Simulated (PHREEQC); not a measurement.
Model water analysis in mmol/kgw, 25 °C, pH 6.5, pe 9.5: Na 0.00025; K 4.55e-05; Ca 0.000546; Mg 4.99e-06; Cl 7.67e-05; S(6) 0.00016; Alkalinity (meq/kgw) 0.000953; Si 6.89e-06.

Cl is adjusted to close the charge balance.
Valence states are taken as typed.

Computed with PHREEQC (ion-association model, phreeqc.dat).

| quantity | before | after |
|---|---|---|
| ionic strength (mol/kgw) | 2.43e-6 | 6.65e-6 |
| HCO3- (mol/kgw) | 1.24e-6 | 3.14e-6 |
| CO2 (mol/kgw) | 8.78e-7 | 2.23e-6 |
| CO3-2 (mol/kgw) | 1.85e-10 | 4.70e-10 |
| CaSO4 (mol/kgw) | 1.53e-11 | 1.37e-10 |
| SI of Quartz (SiO2) | -4.18 | -3.70 |

Task: Which change was made?
A) all concentrations times 3 at the same typed pH
B) pH from 6.5 to 5.5 at the same alkalinity
C) pH from 6.5 to 7.5 at the same alkalinity

Result: A, all concentrations times 3 at the same typed pH

This is a speciation only: nothing precipitates in the calculation.
